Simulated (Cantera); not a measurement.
Feed: 1 mol CaO, 3.4 mol O2, 3.3 mol N2, at 1 atm.

Cantera equilibrium calculation (NASA polynomials, part measured and part estimated; ideal gas, pure solids and liquids). Candidate condensed phases: Ca, CaO; 12 gas species. Kinetics and transport are ignored. All values below are at 1848 K.

Base state: O2 0.504, N2 0.490, NO 0.00595, O 0.000134, NO2 2.12e-5 (mole fractions); condensed: CaO(s).

Question: What changes in the equilibrium state with this change: O2 from 3.4 to 0.11 mol?

Answer: 
```tsv
species	before	after
N2	0.490	0.967
O2	0.504	0.0312
NO	0.00595	0.00208
NO2	2.12e-5	1.85e-6
O	0.000134	3.32e-5
CaO(s), mol	1.00	1.00
```
